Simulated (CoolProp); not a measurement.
Vapour-liquid equilibrium of R1234ze(E) (1) + R227EA (2) at 0.996 bar; x and y are mole fractions of (1).

Model: multi-fluid Helmholtz-energy mixture model, Thol 2016 and Lemmon 2016; pair parameters Bell 2023, in CoolProp.

| x | bubble temperature, mixture model (K) | bubble temperature, Raoult's law (K) | y, mixture model | y, Raoult's law |
|---|---|---|---|---|
| 0.05 | 256.2 | 256.3 | 0.059 | 0.056 |
| 0.2 | 255.6 | 255.9 | 0.226 | 0.219 |
| 0.35 | 255.0 | 255.5 | 0.382 | 0.376 |
| 0.5 | 254.6 | 255.1 | 0.529 | 0.529 |
| 0.65 | 254.2 | 254.7 | 0.670 | 0.676 |
| 0.8 | 254.0 | 254.3 | 0.809 | 0.818 |
| 0.95 | 253.8 | 253.9 | 0.951 | 0.955 |

The largest gap from Raoult's law is -0.5 K in bubble temperature, at x = 0.5. No azeotrope shows between x = 0.05 and 0.95.

The pair parameters rest on a limited set of measurements; away from them the model extrapolates.
